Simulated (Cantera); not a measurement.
What does this Cantera script print?

```python
import numpy as np
import cantera as ct

gas_names = """
    H HNO HNO2 HNO3 HO2 H2 H2O H2O2 N NH NH2 NH3 NH2OH NO NO2 NO3 N2 N2H2 N2H4 N2O O OH O2 O3 Si SiH
    SiH2 SiH3 SiH4 SiN SiO SiO2 Si2 Si2N Si3
""".split()
cond_names = """
    H2O(s) H2O(L) Si(cr) Si(L) SiO2(Lqz) SiO2(hqz) SiO2(L) Si2N2O(s) Si3N4(a)
""".split()


def load(file, names, dense=False):
    # The tables refer to 1 bar. Condensed volumes are neglected.
    table = {s.name: s for s in ct.Species.list_from_file(file)}
    out = []
    for n in names:
        d = dict(table[n].input_data)
        d["thermo"] = dict(d["thermo"], **{"reference-pressure": 1e5})
        if dense:
            d["equation-of-state"] = {"model": "constant-volume", "density": "1e6 g/cm^3"}
        out.append(ct.Species.from_dict(d))
    return out


gas = ct.Solution(thermo="ideal-gas", species=load("nasa_gas.yaml", gas_names))
cond = {s.name: ct.Solution(thermo="fixed-stoichiometry", species=[s], name=s.name)
        for s in load("nasa_condensed.yaml", cond_names, dense=True)}
atoms = {
    'SiH4': {'Si': 1, 'H': 4},
    'O3': {'O': 3},
    'N2': {'N': 2},
}
top_T = {'Si2N2O(s)': 2100, 'Si3N4(a)': 2400}  # K; cautious upper limits of use, not melting points


def equilibrate(T, P, feed):
    n = {}
    for name, mol in feed.items():
        for a, k in atoms[name].items():
            n[a] = n.get(a, 0.0) + k * mol
    gas.TPX = T, P, n
    mass = sum(n.values()) * gas.mean_molecular_weight
    gas.equilibrate("TP")
    valid = [c for c in cond.values() if c.min_temp <= T <= top_T.get(c.name, c.max_temp)]
    mix = ct.Mixture([(gas, mass / gas.mean_molecular_weight)] + [(c, 0.0) for c in valid])
    mix.T, mix.P = T, P
    mix.equilibrate("TP", solver="vcs", rtol=1e-11, max_steps=5000)
    return mix


results = []
feed = {'SiH4': 1, 'O3': 0.53, 'N2': 3.6}  # mol
T = 1400  # K
P = 1333.22  # Pa
mix = equilibrate(T, P, feed)
results.append((T, P, feed, dict(zip(mix.species_names, mix.species_moles))))
print(gas.report(threshold=1e-06))
for i in range(1, mix.n_phases):
    print(f"{mix.phase(i).name:16s} {mix.phase_moles(i):12.5e} mol")
```

It prints:

```
       temperature   1400 K
          pressure   1333.2 Pa
           density   0.0021187 kg/m^3
  mean mol. weight   18.498 kg/kmol
   phase of matter   gas

                          1 kg             1 kmol
                     ---------------   ---------------
          enthalpy        1.8512e+06        3.4243e+07  J
   internal energy        1.2219e+06        2.2603e+07  J
           entropy             13939        2.5786e+05  J/K
    Gibbs function       -1.7664e+07       -3.2675e+08  J
 heat capacity c_p            1812.1             33521  J/K
 heat capacity c_v            1362.6             25207  J/K

                      mass frac. Y      mole frac. X     chem. pot. / RT
                     ---------------   ---------------   ---------------
                 H        1.3887e-06        2.5485e-05           -11.863
                H2          0.039887             0.366           -23.727
               H2O        4.4521e-05        4.5716e-05           -61.106
                N2           0.95996           0.63389           -30.576
               SiO        0.00010993         4.613e-05           -51.358
     [  +30 minor]         1.852e-07        2.0113e-07

Si(cr)            0.00000e+00 mol
SiO2(hqz)         7.26416e-01 mol
Si2N2O(s)         1.36666e-01 mol
Si3N4(a)          0.00000e+00 mol
```

Method: chemical equilibrium by Gibbs-energy minimisation in Cantera with the NASA 1993 tables (ideal gas, pure condensed phases). N2 is the only nitrogen source here; it is nearly inert below about 1500 K, so the nitride shown seldom forms there in practice. Mutual solubility and eutectic melting of coexisting phases are not modelled. The tables hold silica as quartz up to 1696 K and as liquid above; real silica turns to tridymite and cristobalite and melts near 1996 K.
